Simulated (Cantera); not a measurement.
Feed: 1 mol Cr2O3, 160 mol H2, equilibrated at 0.240 bar.

These are equilibrium values from Cantera (NASA tables, ideal gas, pure condensed phases), not measurements of a reactor. Candidate condensed phases: Cr, Cr2O3, H2O; 13 gas species. Mutual solubility and eutectic melting of coexisting phases are not modelled. The numbers say what is thermodynamically allowed, not how fast it happens.

**Question.** Which condensed phases are stable at each of these points (T (°C)): 650, 750, 850, 950, 1050, 1150, 1250, 1350, 1450, 1550, 1650, 1750, 1850?

**Answer.** 
```
T (°C)  condensed phases  Cr condensed (%)
------  ----------------  ----------------
650     Cr(s) + Cr2O3(s)             100.0
750     Cr(s) + Cr2O3(s)             100.0
850     Cr(s) + Cr2O3(s)             100.0
950     Cr(s) + Cr2O3(s)             100.0
1050    Cr(s) + Cr2O3(s)             100.0
1150    Cr(s) + Cr2O3(s)             100.0
1250    Cr(s) + Cr2O3(s)             100.0
1350    Cr(s) + Cr2O3(s)              99.8
1450    Cr(s) + Cr2O3(s)              99.0
1550    Cr(s) + Cr2O3(s)              95.7
1650    Cr(s) + Cr2O3(s)              84.4
1750    Cr(s) + Cr2O3(s)              49.8
1850            gas only               0.0
```

From 650 °C to 1750 °C the condensed part is Cr(s) + Cr2O3(s). At 1850 °C nothing is condensed.
